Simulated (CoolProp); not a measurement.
Vapour-liquid equilibrium of isopentane (1) + toluene (2) at 139.95 °C; x and y are mole fractions of (1).

Computed with CoolProp (multi-fluid Helmholtz-energy mixture model, Lemmon 2006 and Lemmon 2006; pair parameters Bell 2016).

```json
[
 {"x": "0.05", "bubble pressure, mixture model (MPa)": "0.2909", "bubble pressure, Raoult's law (MPa)": "0.2855", "y, mixture model": "0.271", "y, Raoult's law": "0.275"},
 {"x": "0.15", "bubble pressure, mixture model (MPa)": "0.4406", "bubble pressure, Raoult's law (MPa)": "0.4208", "y, mixture model": "0.548", "y, Raoult's law": "0.560"},
 {"x": "0.25", "bubble pressure, mixture model (MPa)": "0.5891", "bubble pressure, Raoult's law (MPa)": "0.5560", "y, mixture model": "0.685", "y, Raoult's law": "0.706"},
 {"x": "0.35", "bubble pressure, mixture model (MPa)": "0.7314", "bubble pressure, Raoult's law (MPa)": "0.6913", "y, mixture model": "0.766", "y, Raoult's law": "0.795"},
 {"x": "0.45", "bubble pressure, mixture model (MPa)": "0.8651", "bubble pressure, Raoult's law (MPa)": "0.8266", "y, mixture model": "0.820", "y, Raoult's law": "0.855"},
 {"x": "0.55", "bubble pressure, mixture model (MPa)": "0.9909", "bubble pressure, Raoult's law (MPa)": "0.9618", "y, mixture model": "0.860", "y, Raoult's law": "0.898"},
 {"x": "0.65", "bubble pressure, mixture model (MPa)": "1.111", "bubble pressure, Raoult's law (MPa)": "1.097", "y, mixture model": "0.892", "y, Raoult's law": "0.930"},
 {"x": "0.75", "bubble pressure, mixture model (MPa)": "1.231", "bubble pressure, Raoult's law (MPa)": "1.232", "y, mixture model": "0.922", "y, Raoult's law": "0.956"},
 {"x": "0.85", "bubble pressure, mixture model (MPa)": "1.357", "bubble pressure, Raoult's law (MPa)": "1.368", "y, mixture model": "0.951", "y, Raoult's law": "0.976"},
 {"x": "0.95", "bubble pressure, mixture model (MPa)": "1.495", "bubble pressure, Raoult's law (MPa)": "1.503", "y, mixture model": "0.982", "y, Raoult's law": "0.993"}
]
```

The largest gap from Raoult's law is +6.0 % in bubble pressure, at x = 0.25. No azeotrope shows between x = 0.05 and 0.95.

Pair parameters are fitted to limited data, so mixtures are less certain than the pure fluids. The gap from Raoult's law changes sign with composition, which may be real or a fault of the pair parameters; it wasn't checked against measurements.
